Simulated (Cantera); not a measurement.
An adiabatic, constant-pressure homogeneous reactor starts with 13.4 % CH4, 13.4 % O2, 50.4 % N2, 22.8 % H2O, at 1800 K and 10.0 bar.

Cantera simulation using GRI-Mech 3.0 (53 species, 325 reactions); the numbers are that mechanism's predictions, not measurements.

Predict: time of steepest temperature rise; temperature at 5.00 s; equilibrium temperature; x(O2) at 5.00 s; x(H2O) at 5.00 s; x(NO) at 5.00 s.


```
Item                                                                  Result
---------------------------------  -----------------------------------------
time of steepest temperature rise                                    28.1 µs
temperature at 5.00 s                                                 2573 K
equilibrium temperature                                               2573 K
x(O2) at 5.00 s                      2.82e-5 (gas-phase equilibrium 2.82e-5)
x(H2O) at 5.00 s                         0.288 (gas-phase equilibrium 0.288)
x(NO) at 5.00 s                    0.000227 (gas-phase equilibrium 0.000227)
```
